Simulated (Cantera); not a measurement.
A closed system holds: 1 mol HI, 0.42 mol H2O, 0.14 mol H2, at 16.0 bar.

Equilibrium computed with Cantera from the NASA thermochemical tables; the gas is ideal and each condensed phase is pure. Candidate condensed phases: H2O, I2; 12 gas species. Kinetics and transport are ignored.

**Question.** At 3025 K, list the 4 most abundant gas species with their mole fractions, and the condensed phases.

**Answer.** I 0.408, H2 0.269, H2O 0.204, HI 0.0873. Condensed: gas only.
